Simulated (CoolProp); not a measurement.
The numbers come from the reference Helmholtz-energy equation of state, Gao 2020 in CoolProp.

Give the vapour pressure (bar), vapour density (kg/m³), enthalpy of vaporisation (kJ/kg), liquid cp (kJ/(kg K)) of saturated ammonia at 297.4, 301.5, 338.4 K.


| T (K) | p (bar) | vapour density (kg/m³) | enthalpy of vaporisation (kJ/kg) | liquid cp (kJ/(kg K)) |
|---|---|---|---|---|
| 297.4 | 9.80 | 7.63 | 1170 | 4.77 |
| 301.5 | 11.1 | 8.62 | 1150 | 4.81 |
| 338.4 | 29.7 | 23.4 | 968 | 5.35 |
